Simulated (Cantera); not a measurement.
A Cantera script and what it prints.

```python
import numpy as np
import cantera as ct

gas_names = """
    AL ALCL ALCL2 ALCL3 ALN AL2 AL2CL6 CL CL2 N N2
""".split()
cond_names = """
    AL(cr) AL(L) ALCL3(s) ALCL3(L) ALN(s)
""".split()


# ... load() reads the species with a 1 bar reference pressure and builds the phases ...
atoms = {
    'AlN': {'AL': 1, 'N': 1},
    'Cl2': {'CL': 2},
}
top_T = {'ALN(s)': 2750}  # K; cautious upper limits of use, not melting points


# ... equilibrate(T, P, feed) seeds the gas with the atoms and calls Mixture.equilibrate('TP', solver="vcs", rtol=1e-11, max_steps=5000) ...
results = []
T = 898  # K
P = 5200  # Pa
for m in [2.9, 7.3, 12, 16, 20, 25, 29, 34]:
    feed = {'AlN': 1, 'Cl2': m}  # mol
    mix = equilibrate(T, P, feed)
    results.append((T, P, feed, dict(zip(mix.species_names, mix.species_moles))))

top = {s: max(r[3][s] / sum(r[3][g] for g in gas_names) for r in results) for s in gas_names}
cols = sorted((s for s in top if top[s] > 0.001), key=lambda s: -top[s])[:5]
seen = [c for c in cond_names if any(r[3].get(c, 0) > 1e-12 for r in results)]
print("log10 of partial pressures in bar; condensed amounts in mol")
print(f"{'n(Cl2)':>10s}" + "".join(f"{s[:9]:>10s}" for s in cols + seen))
for T, P, feed, n in results:
    ng = sum(n[g] for g in gas_names)
    print(f"{feed['Cl2']:10.4g}" + "".join(f"{np.log10(max(n[s] / ng * P / 1e5, 1e-99)):10.3f}" for s in cols)
          + "".join(f"{n.get(c, 0):10.4g}" for c in seen))
```

Output:

```
log10 of partial pressures in bar; condensed amounts in mol
    n(Cl2)       CL2     ALCL3        N2    AL2CL6
       2.9    -1.599    -1.753    -2.046    -3.819
       7.3    -1.384    -2.150    -2.448    -4.615
        12    -1.342    -2.365    -2.664    -5.044
        16    -1.327    -2.490    -2.789    -5.293
        20    -1.318    -2.586    -2.886    -5.487
        25    -1.311    -2.683    -2.983    -5.680
        29    -1.307    -2.747    -3.047    -5.809
        34    -1.304    -2.816    -3.117    -5.947
```

These are equilibrium values from Cantera (NASA tables, ideal gas, pure condensed phases), not measurements of a reactor.
